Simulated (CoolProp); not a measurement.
Saturation properties of nitrous oxide.

The numbers come from the reference Helmholtz-energy equation of state, Lemmon 2006 in CoolProp. It is a short technical equation, of lower accuracy than the large ones.

```
T (K)  p (kPa)  liquid density (kg/m³)  liquid cp (kJ/(kg K))  vapour Z
-----  -------  ----------------------  ---------------------  --------
202      257.9                    1178                  1.741    0.9490
206.7    322.2                    1163                  1.750    0.9404
211.5    400.0                    1148                  1.762    0.9306
216.2    489.2                    1133                  1.776    0.9202
221      594.9                    1117                  1.792    0.9086
225.8    717.0                    1101                  1.810    0.8960
230.5    853.7                    1084                  1.831    0.8828
235.3     1012                    1067                  1.856    0.8682
240       1188                    1050                  1.883    0.8529
244.8     1389                    1031                  1.915    0.8361
249.5     1609                    1013                  1.952    0.8186
254.3     1859                   993.3                  1.996    0.7995
259.1     2137                   972.9                  2.048    0.7791
263.8     2437                   952.0                  2.108    0.7577
268.6     2773                   929.5                  2.184    0.7342
```

It boils at 184.7 K under 1 atm.
